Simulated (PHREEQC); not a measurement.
PHREEQC input (Pitzer model, pitzer.dat):

```
SOLUTION 1
  temp 25
  units mol/kgw
  pH 7 charge
  S(6) 0.043
  K 0.136
  C(4) 0.05
END
USE solution 1
INCREMENTAL_REACTIONS false
REACTION 1
  H2O -1
  0 9.886 18.011 24.689 30.178 34.689 38.397 41.444
  43.949 46.007 47.699 49.089 50.232 51.172 51.944 52.578
  53.1 53.528 53.88 54.17 54.408 54.603 54.764 54.896
  55.005 55.094 55.168 55.228 moles
EQUILIBRIUM_PHASES 1
  Arcanite 0 0
  Kalicinite 0 0
  Misenite 0 0
  CO2(g) -3.4 10
SELECTED_OUTPUT 1
  -reset false
  -pH true
  -pe true
  -ionic_strength true
  -water true
  -activities H2O
  -totals C K S
  -molalities H+ K+ CO3-2 SO4-2 OH- HCO3- CO2 HSO4-
  -equilibrium_phases Arcanite Kalicinite Misenite
PRINT
  -reset false
END
```

Selected output (columns that matter, 11 of 28 rows; water left (kg) added in front):

```
water left (kg)	pH	mu	C	K	S	m_H+	m_K+	m_CO3-2	m_SO4-2	m_OH-	m_HCO3-	la_H2O	Arcanite
1.00018	9.5232	0.18965	0.039272	0.13598	0.042992	4.6206e-10	0.13598	0.010687	0.042992	4.5068e-05	0.028572	-0.0014286	0
0.555435	9.6539	0.34662	0.06562	0.24485	0.077417	3.8625e-10	0.24485	0.024349	0.077417	6.3204e-05	0.041258	-0.0024453	0
0.375306	9.7328	0.5176	0.092509	0.36237	0.11457	3.5357e-10	0.36237	0.040651	0.11457	7.7051e-05	0.051845	-0.0034959	0
0.208518	9.8431	0.94236	0.15578	0.65222	0.20622	3.1872e-10	0.65222	0.08392	0.20622	9.9425e-05	0.071848	-0.0059754	0
0.115948	9.9507	1.7099	0.26502	1.1729	0.37086	2.8305e-10	1.1729	0.16609	0.37086	0.00012134	0.098917	-0.01026	0
0.064536	10.076	2.3532	0.4558	1.6145	0.41988	2.2948e-10	1.6145	0.31882	0.41988	0.00014779	0.13697	-0.014257	0.015902
0.0437223	10.165	2.6705	0.65662	1.837	0.34672	2.0475e-10	1.837	0.4868	0.34672	0.00016589	0.16981	-0.016736	0.027841
0.0244598	10.299	3.6205	1.1407	2.4928	0.22433	1.8396e-10	2.4928	0.90335	0.22433	0.00017789	0.2373	-0.0241	0.037513
0.013767	10.461	5.6131	1.9915	3.8592	0.11368	1.6968e-10	3.8592	1.6402	0.11368	0.00015826	0.35128	-0.041199	0.041435
0.009427	10.605	7.8881	2.8975	5.4225	0.059303	1.5329e-10	5.4225	2.4063	0.059303	0.00012576	0.49121	-0.064478	0.042441
0.00540216	10.899	13.425	5.1311	9.2857	0.01509	1.0822e-10	9.2857	4.1243	0.01509	6.3586e-05	1.0068	-0.13786	0.042918
```

Complexes and solids missing from the database can't appear.
